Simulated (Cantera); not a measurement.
Input: 1 mol SiH2Cl2, 4.7 mol NO, equilibrated at 75.0 Torr.

Equilibrium computed with Cantera from the NASA thermochemical tables; the gas is ideal and each condensed phase is pure. Candidate condensed phases: H2O, NH4Cl, Si, SiO2, Si2N2O, Si3N4; 47 gas species. The tables hold silica as quartz up to 1696 K and as liquid above; real silica turns to tridymite and cristobalite and melts near 1996 K. Rates play no part.

x: gas mole fraction; n: condensed amount in mol.

| T (°C) | x N2 | x HCl | x O2 | x Cl | x H2O | x Cl2 | n SiO2(β-quartz) | n SiO2(condensed) |
|---|---|---|---|---|---|---|---|---|
| 1075 | 0.416 | 0.296 | 0.224 | 0.00925 | 0.0290 | 0.0243 | 1.00 | 0 |
| 1175 | 0.414 | 0.298 | 0.224 | 0.0174 | 0.0270 | 0.0183 | 1.00 | 0 |
| 1275 | 0.411 | 0.296 | 0.222 | 0.0287 | 0.0272 | 0.0129 | 1.00 | 0 |
| 1375 | 0.409 | 0.289 | 0.219 | (withheld) | 0.0295 | (withheld) | 1.00 | 0 |
| 1475 | 0.406 | 0.279 | 0.216 | 0.0569 | 0.0336 | 0.00536 | 0 | 1.00 |
| 1575 | 0.404 | 0.266 | 0.211 | (withheld) | (withheld) | (withheld) | 0 | 1.000 |
| 1675 | 0.401 | 0.252 | 0.206 | 0.0871 | 0.0447 | 0.00209 | 0 | 1.000 |

Question: What belongs in the gaps?

Answer: 
- 1575, x Cl: 0.0719
- 1575, x H2O: 0.0388
- 1575, x Cl2: 0.00334
- 1375, x Cl: 0.0422
- 1375, x Cl2: 0.00849
